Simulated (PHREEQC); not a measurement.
# Buffer: speciation

A solution holds 0.0022 mol KHCO3, 5.4e-05 mol NaF and 0.00023 mol NaCl per kg of water, at 90 °C. Closed to the air; pH follows from the charge balance.

All values are PHREEQC results (ion-association model, phreeqc.dat), not measurements.

```
Item                            Value
--------------------  ---------------
pH                               7.94
ionic strength        0.00250 mol/kgw
specific conductance        815 µS/cm
total alkalinity          2.20 meq/kg
```

```
species  molality  activity   log γ
-------  --------  --------  ------
K+        0.00220   0.00206  -0.028
HCO3-     0.00213   0.00200  -0.027
Na+      0.000283  0.000266  -0.027
Cl-      0.000230  0.000216  -0.028
CO2       5.43e-5   5.44e-5   0.000
F-        5.40e-5   5.07e-5  -0.028
OH-       3.69e-5   3.46e-5  -0.028
CO3-2     1.65e-5   1.29e-5  -0.107
NaCO3-    1.00e-6   9.40e-7  -0.027
NaHCO3    2.21e-7   2.21e-7   0.000
```

This is a speciation only: nothing precipitates in the calculation. At this temperature some constants are extrapolated from 25 °C, and those without enthalpy data are left unchanged.
